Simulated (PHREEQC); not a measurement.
Make-up at 20 °C: 1.3 mol/kgw KOH, 0.0064 mol/kgw Na2B4O7 and 0.0004 mol/kgw H4SiO4. Closed to the air; pH follows from the charge balance.

Model: Pitzer model, pitzer.dat, run in PHREEQC.

| Quantity | Value |
|---|---|
| pH | 14.26 |
| ionic strength | 1.31 mol/kgw |
| activity of water | 0.953 |
| density | 1.062 g/cm³ |
| osmotic coefficient | 1.029 |
| total alkalinity | 1310 meq/kg |

```json
[
 {"species": "K+", "molality": "1.30", "activity": "0.861", "log γ": "-0.179"},
 {"species": "OH-", "molality": "1.29", "activity": "1.18", "log γ": "-0.038"},
 {"species": "B(OH)4-", "molality": "0.0256", "activity": "0.0161", "log γ": "-0.202"},
 {"species": "Na+", "molality": "0.0128", "activity": "0.00695", "log γ": "-0.265"},
 {"species": "H2SiO4-2", "molality": "0.000397", "activity": "1.54e-5", "log γ": "-1.409"},
 {"species": "H3SiO4-", "molality": "3.36e-6", "activity": "1.76e-6", "log γ": "-0.282"},
 {"species": "B(OH)3", "molality": "2.34e-7", "activity": "1.62e-7", "log γ": "-0.159"}
]
```

No solid was allowed to form. In brines, pH and single-ion activities rest on the MacInnes convention.
